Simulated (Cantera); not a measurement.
A freely propagating, adiabatic, planar premixed flame of H₂ : O₂ : N₂ = 1 : 0.185 : 0.556 (molar parts), equivalence ratio 2.7, unburnt at 650 K and 6.90 bar; mixture-averaged transport, grid criteria slope 0.08 and curve 0.16, no radiation.

Detailed kinetics in Cantera: the H2/O2 subset of GRI-Mech 3.0, which has no nitrogen chemistry. The hydrogen kinetics of GRI-Mech 3.0 are dated; newer H2 mechanisms differ, most at raised pressure. Burning velocities carry a grid error of a few per cent, more on coarse grids.

Q: Predict: laminar burning velocity; thermal thickness; peak x(H₂O₂); peak x(OH); peak x(HO₂); peak x(O).

A: 
```json
{
  "laminar_burning_velocity": "1080 cm/s",
  "thermal_thickness": "0.0414 mm",
  "peak x(H₂O₂)": "4.30e-5",
  "peak x(OH)": "0.00264",
  "peak x(HO₂)": "0.000939",
  "peak x(O)": "0.00151"
}
```
